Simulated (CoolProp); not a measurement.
Vapour-liquid equilibrium of n-hexane (1) + dimethyl carbonate (2) at 125.45 °C; x and y are mole fractions of (1).

The numbers come from the multi-fluid Helmholtz-energy mixture model, Thol 2019 and Zhou 2011; pair parameters Bell 2016 in CoolProp.

### Question
Give the bubble pressure and the first vapour's composition at x = 0.5, 0.725, 0.8. Is there an azeotrope?

### Answer
x = 0.5: 4.882 bar, y = 0.600; x = 0.725: 4.990 bar, y = 0.715; x = 0.8: 4.953 bar, y = 0.768. y crosses x between x = 0.65 and 0.725: the model has an azeotrope there.

Pair parameters are fitted to limited data, so mixtures are less certain than the pure fluids.
